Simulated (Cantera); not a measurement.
Feed: 1 mol TEOS, 0.55 mol O3, 7.3 mol H2, at 1627 °C and 25.0 mbar.

Cantera equilibrium calculation (NASA polynomials, part measured and part estimated; ideal gas, pure solids and liquids). Candidate condensed phases: C, C6H6, C7H8, C8H18, H2O, Si, SiC, SiO2; 123 gas species. The feed counts by its element totals alone. Equilibrium is a limit: real reactors are often held back by kinetics, nucleation or transport.

Base state: H2 0.750, CO 0.244, H 0.00435, SiO 0.00178, C2H2 (acetylene) 0.000286, Si 1.87e-5 (mole fractions); condensed: C(graphite) + SiC(s).

What changes in the equilibrium state with this change: temperature from 1627 °C to 1302 °C?


| species | before | after |
|---|---|---|
| H2 | 0.750 | 0.754 |
| CO | 0.244 | 0.246 |
| SiO | 0.00178 | 0.000649 |
| H | 0.00435 | 0.000228 |
| Si | 1.87e-5 | 2.21e-8 |
| C2H2 (acetylene) | 0.000286 | 1.59e-5 |
| C(graphite), mol | 1.42 | 1.38 |
| SiC(s), mol | 0.959 | 0.985 |

What changes in the equilibrium state with this change: TEOS replaced by Si2H6?


```csv
species,before,after
H2,0.750,0.857
SiO,0.00178,0.138
H,0.00435,0.00465
CO,0.244,0
C2H2 (acetylene),0.000286,0
SiH2,1.62e-6,5.00e-5
SiH,2.23e-6,6.41e-5
"C(graphite), mol",1.42,0
"SiC(s), mol",0.959,0
"Si(l), mol",0,0.342
```
Gases not in the tables: Si2H6 and higher silanes.
